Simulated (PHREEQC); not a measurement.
3.3 g of hydrous ferric oxide (600 m²/g; 0.2 weak and 0.005 strong sites per Fe, Dzombak-Morel constants, diffuse double layer) in 1 kg of water with 0.001 mol/kgw of an inert sodium salt and 9.2 mmol/kgw H3BO3, at 25 °C; the pH is set by adding NaOH or the inert anion's acid. Oxygen is held at 0.21 atm. CO2 from the air is kept out. Nothing may precipitate in this run.

The numbers come from PHREEQC with the ion-association model, wateq4f.dat.

Problem. Predict B sorbed (%), surface charge σ (C/m²), surface potential ψ (mV) at pH = 7.33, 10.

Solution. 
| pH | B sorbed (%) | surface charge σ (C/m²) | surface potential ψ (mV) |
|---|---|---|---|
| 7.33 | 2.2 | 0.004 | 45 |
| 10 | 0.3 | -0.039 | -100 |
